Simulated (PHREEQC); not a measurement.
# Ultrapure water in contact with air or piping (model solution)

A made-up water analysis in mg/kgw, 47 °C, pH 5.72, pe 11.8:

| constituent | mg/kgw |
|---|---|
| Na | 0.0131 |
| K | 0.00526 |
| Ca | 0.0427 |
| Mg | 0.0193 |
| Cl | 0.0528 |
| S(6) as SO4 | 0.0791 |
| Alkalinity as HCO3 | 0.0813 |
| F | 0.000527 |

Valence states are taken as typed.

The numbers come from PHREEQC with the ion-association model, phreeqc.dat.

This is a speciation only: nothing precipitates in the calculation.

**Question.** What ionic strength, charge-balance error does the model give?

**Answer.** ionic strength 9.05e-6 mol/kgw; charge-balance error -0.6 %.

**Question.** In which forms is C present?

**Answer.** CO2 79 %, HCO3- 21 % of the C.

Species that the database lacks are ignored. Constants without temperature data keep their 25 °C values here.
